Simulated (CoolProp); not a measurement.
Vapour-liquid equilibrium of carbon dioxide (1) + R124 (2) at -47.05 °C; x and y are mole fractions of (1).

Model: multi-fluid Helmholtz-energy mixture model, Span 1996 and de Vries 1995; pair parameters Bell 2016, in CoolProp.

| x | bubble pressure, mixture model (MPa) | bubble pressure, Raoult's law (MPa) | y, mixture model | y, Raoult's law |
|---|---|---|---|---|
| 0.05 | 0.05778 | 0.05520 | 0.703 | 0.696 |
| 0.15 | 0.1307 | 0.1302 | 0.878 | 0.885 |
| 0.25 | 0.1982 | 0.2052 | 0.926 | 0.935 |
| 0.35 | 0.2643 | 0.2803 | 0.950 | 0.959 |
| 0.45 | 0.3315 | 0.3553 | 0.965 | 0.973 |
| 0.55 | 0.4018 | 0.4303 | 0.975 | 0.981 |
| 0.65 | 0.4764 | 0.5053 | 0.983 | 0.988 |
| 0.75 | 0.5557 | 0.5803 | 0.989 | 0.992 |
| 0.85 | 0.6392 | 0.6553 | 0.994 | 0.996 |
| 0.95 | 0.7251 | 0.7304 | 0.998 | 0.999 |

The largest gap from Raoult's law is -6.7 % in bubble pressure, at x = 0.45. No azeotrope shows between x = 0.05 and 0.95.

The pair parameters rest on a limited set of measurements; away from them the model extrapolates. The gap from Raoult's law changes sign with composition, which may be real or a fault of the pair parameters; it wasn't checked against measurements.
